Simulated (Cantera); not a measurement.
An isothermal, constant-pressure homogeneous reactor starts with 0.175 % C2H6, 99.8 % N2, at 1800 K and 0.0133 bar.

Computed with Cantera and GRI-Mech 3.0 (53 species, 325 reactions). GRI-Mech 3.0 stops at C3 and has no aromatics, soot or wall deposition, so with more carbon than oxygen in the feed, carbon stays in small species such as C2H2 where larger ones or solid carbon would form. Radical loss at walls, strong at low pressure, is not modelled.

x: mole fraction; the columns are a selection and need not sum to one.

```tsv
t (s)	x C2H6	x HCN	x CH3	x H2	x CH4	x C2H4
0.000600	0.000526	1.70e-7	0.00212	6.07e-5	1.98e-5	0.000126
0.00179	2.72e-5	1.27e-5	0.00172	0.000782	7.91e-5	0.000536
0.00534	3.90e-7	5.03e-5	0.000442	0.00234	0.000120	0.000298
0.0159	1.71e-8	8.12e-5	9.41e-5	0.00311	7.39e-5	3.59e-5
0.0475	1.44e-9	0.000104	2.69e-5	0.00332	2.79e-5	1.67e-6
0.142	9.62e-11	0.000121	…	0.00339	…	…
0.423	1.69e-12	0.000131	9.18e-7	0.00341	1.03e-6	3.55e-9
1.26	<1e-12	0.000133	7.22e-8	0.00341	7.68e-8	1.79e-9
3.77	<1e-12	0.000133	3.13e-8	0.00341	3.28e-8	1.78e-9
11.2	<1e-12	0.000133	…	0.00341	…	1.77e-9
33.5	<1e-12	0.000133	3.76e-9	0.00341	3.73e-9	1.77e-9
100	<1e-12	0.000133	1.38e-9	0.00340	1.31e-9	1.77e-9
```

**Question.** Fill in the missing entries.

**Answer.** 
- 0.142, x CH3: 6.93e-6
- 0.142, x CH4: 7.72e-6
- 0.142, x C2H4: 1.03e-7
- 11.2, x CH3: 1.14e-8
- 11.2, x CH4: 1.17e-8
